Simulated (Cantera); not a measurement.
A closed system holds: 1 mol CaCO₃, 0.51 mol H₂O, 2.6 mol CO₂, at 69.0 mbar.

These are equilibrium values from Cantera (NASA tables, ideal gas, pure condensed phases), not measurements of a reactor. Candidate condensed phases: C, C₆H₆, C₇H₈, C₈H₁₈, Ca, CaCO₃, CaO, Ca(OH)₂, H₂O; 115 gas species. The numbers say what is thermodynamically allowed, not how fast it happens.

x: gas mole fraction; n: condensed amount in mol.

```
T (K)  x CO₂  x H₂O      x CO      x O₂  x OH  n CaO(s)
-----  -----  -----  --------  --------  ----  --------
1125   0.876  0.124   5.19e-6   2.90e-6     …      1.00
1200   0.876  0.124   1.84e-5   1.00e-5     …      1.00
1275   0.876  0.124   5.60e-5   2.99e-5     …      1.00
1350   0.876  0.124  0.000150   7.92e-5     …      1.00
1425   0.875  0.124  0.000363  0.000189     …      1.00
1500   0.875  0.124  0.000801  0.000414     …      1.00
1575   0.874  0.124   0.00164  0.000839     …     1.000
1650   0.871  0.124   0.00313   0.00159     …     1.000
1725   0.868  0.123   0.00565   0.00286     …     1.000
1800   0.862  0.123   0.00968   0.00486     …     1.000
1875   0.853  0.122    0.0158   0.00791     …     1.000
1950   0.839  0.121    0.0248    0.0123     …     1.000
2025   0.821  0.119    0.0374    0.0185     …     1.000
2100   0.795  0.116    0.0543    0.0266     …     1.000
```

Task: What belongs in the gaps?

Result: 
- 1125, x OH: 1.34e-7
- 1200, x OH: 5.41e-7
- 1275, x OH: 1.86e-6
- 1350, x OH: 5.55e-6
- 1425, x OH: 1.48e-5
- 1500, x OH: 3.58e-5
- 1575, x OH: 7.95e-5
- 1650, x OH: 0.000164
- 1725, x OH: 0.000318
- 1800, x OH: 0.000582
- 1875, x OH: 0.00101
- 1950, x OH: 0.00168
- 2025, x OH: 0.00268
- 2100, x OH: 0.00410
